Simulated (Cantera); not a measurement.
Equilibrium for roasting and sulfation: Fe2O3 + SO3 + CO2

Input: 1 mol Fe2O3, 1.2 mol SO3, 0.68 mol CO2, equilibrated at 1025 K.

These are equilibrium values from Cantera (NASA tables, ideal gas, pure condensed phases), not measurements of a reactor. Candidate condensed phases: C, Fe, Fe(CO)5, FeO, FeS, FeSO4, FeS2, Fe2O3, Fe2(SO4)3, Fe3O4, S; 25 gas species. Mutual solubility and eutectic melting of coexisting phases are not modelled. Kinetics and transport are ignored.

From 1000 Pa to 230000 Pa the condensed part is Fe2O3(s). From 680000 Pa to 2000000 Pa the condensed part is Fe2O3(s) + Fe2(SO4)3(s).

```json
[
 {"P (Pa)": "1000", "x CO2": "0.278", "x SO2": "0.461", "x SO3": "0.0300", "x O2": "0.231", "x O": "1.58e-9", "n Fe2O3(s)": "1.00", "n Fe2(SO4)3(s)": "0"},
 {"P (Pa)": "3000", "x CO2": "0.281", "x SO2": "0.446", "x SO3": "0.0495", "x O2": "0.223", "x O": "9.00e-10", "n Fe2O3(s)": "1.00", "n Fe2(SO4)3(s)": "0"},
 {"P (Pa)": "8800", "x CO2": "0.285", "x SO2": "0.424", "x SO3": "0.0786", "x O2": "0.212", "x O": "5.12e-10", "n Fe2O3(s)": "1.00", "n Fe2(SO4)3(s)": "0"},
 {"P (Pa)": "26000", "x CO2": "0.291", "x SO2": "0.393", "x SO3": "0.120", "x O2": "0.196", "x O": "2.87e-10", "n Fe2O3(s)": "1.00", "n Fe2(SO4)3(s)": "0"},
 {"P (Pa)": "77000", "x CO2": "0.298", "x SO2": "0.351", "x SO3": "0.175", "x O2": "0.176", "x O": "1.58e-10", "n Fe2O3(s)": "1.00", "n Fe2(SO4)3(s)": "0"},
 {"P (Pa)": "230000", "x CO2": "0.307", "x SO2": "0.301", "x SO3": "0.241", "x O2": "0.151", "x O": "8.45e-11", "n Fe2O3(s)": "1.00", "n Fe2(SO4)3(s)": "0"},
 {"P (Pa)": "680000", "x CO2": "0.762", "x SO2": "0.103", "x SO3": "0.0831", "x O2": "0.0517", "x O": "2.88e-11", "n Fe2O3(s)": "0.655", "n Fe2(SO4)3(s)": "0.345"},
 {"P (Pa)": "2000000", "x CO2": "0.919", "x SO2": "0.0351", "x SO3": "0.0282", "x O2": "0.0176", "x O": "9.78e-12", "n Fe2O3(s)": "0.616", "n Fe2(SO4)3(s)": "0.384"}
]
```
x: gas mole fraction; n: condensed amount in mol.
